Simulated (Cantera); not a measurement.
A closed system holds: 1 mol Si3N4, 1.4 mol H2O, 42 mol H2, at 17.0 mbar.

These are equilibrium values from Cantera (NASA tables, ideal gas, pure condensed phases), not measurements of a reactor. Candidate condensed phases: H2O, Si, SiO2, Si2N2O, Si3N4; 35 gas species. Mutual solubility and eutectic melting of coexisting phases are not modelled. Gases not in the tables: Si2H6 and higher silanes. The numbers say what is thermodynamically allowed, not how fast it happens.

Q: Which condensed phases are stable at each of these points (T (K)): 1473, 1573, 1673, 1773, 1873, 1973, 2073, 2173?

A: 
```csv
T (K),condensed phases,Si condensed (%)
1473,Si2N2O(s) + Si3N4(s),100.0
1573,Si(s) + Si2N2O(s) + Si3N4(s),99.6
1673,Si(s) + Si2N2O(s),90.4
1773,Si(l),53.1
1873,Si(l),52.3
1973,Si(l),49.9
2073,Si(l),42.7
2173,Si(l),23.1
```

At 1473 K the condensed part is Si2N2O(s) + Si3N4(s). At 1573 K the condensed part is Si(s) + Si2N2O(s) + Si3N4(s). At 1673 K the condensed part is Si(s) + Si2N2O(s). From 1773 K to 2173 K the condensed part is Si(l).
